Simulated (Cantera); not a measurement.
An isothermal plug-flow reactor at 1150 K and 3750 Torr (inlet), inlet velocity 1.1 m/s, active area per volume 170 1/m; feed 0.889 % CH4, 1.60 % O2, 97.5 % N2.

Detailed kinetics in Cantera: Deutschmann's 1995 Pt surface mechanism with GRI-Mech 3.0 gas chemistry. Catalytic surfaces can have several steady states; this one follows from the mechanism file's or the stated starting coverage. Mass transfer to the wall is taken as infinitely fast.

**Question.** Predict: x(CH4) at z = 0.0055 m; x(O2) at z = 0.0055 m; x(H2O) at z = 0.0055 m; x(CO2) at z = 0.0055 m; x(CO) at z = 0.0055 m; θ(free Pt) at the exit; θ(O*) at the exit; θ(OH*) at the exit.

**Answer.** 
```json
{
  "x(CH4) at z = 0.0055 m": "0.00626",
  "x(O2) at z = 0.0055 m": "0.0108",
  "x(H2O) at z = 0.0055 m": "0.00523",
  "x(CO2) at z = 0.0055 m": "0.00260",
  "x(CO) at z = 0.0055 m": "7.76e-6",
  "θ(free Pt) at the exit": "0.430",
  "θ(O*) at the exit": "0.568",
  "θ(OH*) at the exit": "0.00232"
}
```
